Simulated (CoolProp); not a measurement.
Vapour-liquid equilibrium of n-octane (1) + m-xylene (2) at 171 kPa; x and y are mole fractions of (1).

Computed with CoolProp (multi-fluid Helmholtz-energy mixture model, Beckmüller 2019 and Zhou 2012; pair parameters Bell 2016).

| x | bubble temperature (K) | y at the bubble point | dew temperature at overall composition x (K) | liquid density (mol/L) |
|---|---|---|---|---|
| 0.05 | 431.8 | 0.072 | 432.1 | 6.810 |
| 0.2 | 429.0 | 0.264 | 429.9 | 6.506 |
| 0.35 | 426.5 | 0.431 | 427.7 | 6.221 |
| 0.5 | 424.4 | 0.579 | 425.5 | 5.954 |
| 0.65 | 422.5 | 0.714 | 423.4 | 5.703 |
| 0.8 | 420.8 | 0.840 | 421.3 | 5.469 |
| 0.95 | 419.2 | 0.961 | 419.4 | 5.250 |

No azeotrope shows between x = 0.05 and 0.95.

The pair parameters rest on a limited set of measurements; away from them the model extrapolates.
